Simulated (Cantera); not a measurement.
A perfectly stirred reactor is fed with CO : H2 : O2 : N2 : H2O = 1 : 0.046 : 0.902 : 3.39 : 0.49 (molar parts), at 1.70 bar; it is adiabatic with a 675 K inlet, and is followed from long to short residence time, starting on the burning branch (τ in s: 0.053, 0.02, 0.0075, 0.0028, 0.0011, 0.0004, 0.00015, 5.7e-05, 2.1e-05, 8.1e-06).

Cantera simulation using GRI-Mech 3.0 (53 species, 325 reactions); the numbers are that mechanism's predictions, not measurements.

Q: What does this change do: N2 3.39 to 2.6 parts?

A: 
```
quantity                                                                       before                                after
------------------------------------------------  -----------------------------------  -----------------------------------
blow-out, bracketed by the residence times tried  burning at 0.150 ms, out at 57.0 µs  burning at 0.150 ms, out at 57.0 µs
x(CO) at τ = 53.0 ms                                                          0.00226                              0.00466
x(H2) at τ = 53.0 ms                                                         0.000223                             0.000452
x(O2) at τ = 53.0 ms                                                           0.0716                               0.0839
x(H2O2) at τ = 53.0 ms                                                        9.04e-8                              1.54e-7
x(NO2) at τ = 53.0 ms                                                         3.60e-7                              1.70e-6
x(CO) at τ = 0.400 ms                                                          0.0281                               0.0320
x(H2) at τ = 0.400 ms                                                         0.00242                              0.00292
x(O2) at τ = 0.400 ms                                                          0.0821                               0.0950
x(H2O2) at τ = 0.400 ms                                                       5.99e-7                              4.61e-7
x(NO2) at τ = 0.400 ms                                                        1.91e-8                              3.21e-8
```

Q: What does this change do: inlet temperature 675 to 450 K?

A: 
| quantity | before | after |
|---|---|---|
| blow-out, bracketed by the residence times tried | burning at 0.150 ms, out at 57.0 µs | burning at 0.400 ms, out at 0.150 ms |
| x(CO) at τ = 53.0 ms | 0.00226 | 0.00157 |
| x(H2) at τ = 53.0 ms | 0.000223 | 0.000150 |
| x(O2) at τ = 53.0 ms | 0.0716 | 0.0717 |
| x(H2O2) at τ = 53.0 ms | 9.04e-8 | 9.59e-8 |
| x(NO2) at τ = 53.0 ms | 3.60e-7 | 9.58e-8 |
| x(CO) at τ = 0.400 ms | 0.0281 | 0.0293 |
| x(H2) at τ = 0.400 ms | 0.00242 | 0.00195 |
| x(O2) at τ = 0.400 ms | 0.0821 | 0.0834 |
| x(H2O2) at τ = 0.400 ms | 5.99e-7 | 1.07e-6 |
| x(NO2) at τ = 0.400 ms | 1.91e-8 | 1.23e-8 |
